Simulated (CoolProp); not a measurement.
Vapour-liquid equilibrium of propane (1) + R245fa (2) at 0.338 MPa; x and y are mole fractions of (1).

The numbers come from the multi-fluid Helmholtz-energy mixture model, Lemmon 2009 and Akasaka 2015; pair parameters Bell 2016 in CoolProp.

Task: Give the bubble temperature and the first vapour's composition at x = 0.15, 0.25, 0.45. Is there an azeotrope?

Result: x = 0.15: 279.6 K, y = 0.799; x = 0.25: 270.7 K, y = 0.871; x = 0.45: 266.6 K, y = 0.898. No azeotrope shows between x = 0.05 and 0.95.

Pair parameters are fitted to limited data, so mixtures are less certain than the pure fluids. With so large a gap from Raoult's law the liquid may split in two, which this calculation doesn't test in full.
